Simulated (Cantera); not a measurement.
Feed: 1 mol SiC, 0.36 mol CO2, 18 mol H2, equilibrated at 1625 °C and 0.0660 bar.

Cantera equilibrium calculation (NASA polynomials, part measured and part estimated; ideal gas, pure solids and liquids). Candidate condensed phases: C, C6H6, C7H8, C8H18, H2O, Si, SiC, SiO2; 123 gas species. Gases not in the tables: Si2H6 and higher silanes. The numbers say what is thermodynamically allowed, not how fast it happens.

Question: What is the equilibrium state?

Answer: 
```json
{
 "x(H2)": "0.959",
 "x(CO)": "0.0288",
 "x(SiO)": "0.00957",
 "x(H)": "0.00298",
 "x(Si)": "4.64e-5",
 "x(SiH2)": "1.38e-5",
 "x(SiH)": "1.02e-5",
 "x(C2H2 (acetylene))": "7.88e-6",
 "x(CH4)": "5.07e-6",
 "n(SiC(s))": "0.819 mol",
 "gas_amount": "18.75 mol",
 "log10 activity of Si(l) (absent)": "-0.60",
 "log10 activity of C(graphite) (absent)": "-0.83"
}
```
